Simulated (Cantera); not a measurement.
What does this Cantera script print?

```python
import numpy as np
import cantera as ct

gas = ct.Solution("gri30.yaml")
gas.TPX = 1375, 400000, {'CO': 0.021, 'O2': 0.0023, 'H2O': 0.0029, 'N2': 1}
reactor = ct.IdealGasConstPressureReactor(gas, energy="off", clone=False)
net = ct.ReactorNet([reactor])
net.rtol, net.atol = 1e-08, 1e-18
show = ['CO', 'O2', 'H2O', 'NO', 'H2O2']
times = np.geomspace(3e-06, 2, 11)

steps = ct.SolutionArray(gas, extra=["t"])
rows = []
print(f"{'t/s':>10s}{'T/K':>9s}{'P/Pa':>11s}" + "".join(f"{s:>11s}" for s in show))
for t in times:
    while net.time < t:
        t_next = net.step()
        steps.append(gas.state, t=t_next)
    rows.append([np.interp(t, steps.t, y) for y in (steps.T, steps.P, *steps(*show).X.T)])
    print(f"{t:10.3e}{rows[-1][0]:9.1f}{rows[-1][1]:11.4g}" + "".join(f"{x:11.3e}" for x in rows[-1][2:]))
rate = np.gradient(steps.T, steps.t)
print("integrator steps:", len(steps.t))
if steps.T.max() > steps.T[0] + 200:
    print(f"time of steepest temperature rise: {steps.t[rate.argmax()]:.4e} s")
gas.TPX = 1375, 400000, {'CO': 0.021, 'O2': 0.0023, 'H2O': 0.0029, 'N2': 1}
gas.equilibrate("TP")
print(f"equilibrium (TP): T = {gas.T:.1f} K  " + "  ".join(f"{s} {gas[s].X[0]:.3e}" for s in show))
```

Result:

```
       t/s      T/K       P/Pa         CO         O2        H2O         NO       H2O2
 3.000e-06   1375.0      4e+05  2.046e-02  2.241e-03  2.826e-03  1.811e-18  9.792e-17
 1.147e-05   1375.0      4e+05  2.046e-02  2.241e-03  2.826e-03  3.041e-17  1.047e-15
 4.384e-05   1375.0      4e+05  2.046e-02  2.241e-03  2.826e-03  5.393e-16  2.083e-14
 1.676e-04   1375.0      4e+05  2.046e-02  2.241e-03  2.826e-03  1.048e-14  8.427e-13
 6.407e-04   1375.0      4e+05  2.045e-02  2.232e-03  2.823e-03  1.191e-11  5.818e-10
 2.449e-03   1375.0      4e+05  1.470e-02  1.444e-06  1.511e-03  1.499e-06  6.215e-10
 9.364e-03   1375.0      4e+05  1.453e-02  8.741e-09  1.343e-03  1.433e-06  1.107e-11
 3.580e-02   1375.0      4e+05  1.451e-02  3.917e-10  1.319e-03  1.238e-06  5.125e-13
 1.369e-01   1375.0      4e+05  1.450e-02  2.193e-11  1.313e-03  8.786e-07  2.738e-14
 5.232e-01   1375.0      4e+05  1.450e-02  1.498e-12  1.310e-03  5.241e-07  1.913e-15
 2.000e+00   1375.0      4e+05  1.449e-02  1.308e-13  1.309e-03  2.720e-07  1.905e-16
integrator steps: 1920
equilibrium (TP): T = 1375.0 K  CO 1.449e-02  O2 1.745e-14  H2O 1.308e-03  NO 2.026e-10  H2O2 3.265e-17
```

Computed with Cantera and GRI-Mech 3.0 (53 species, 325 reactions).
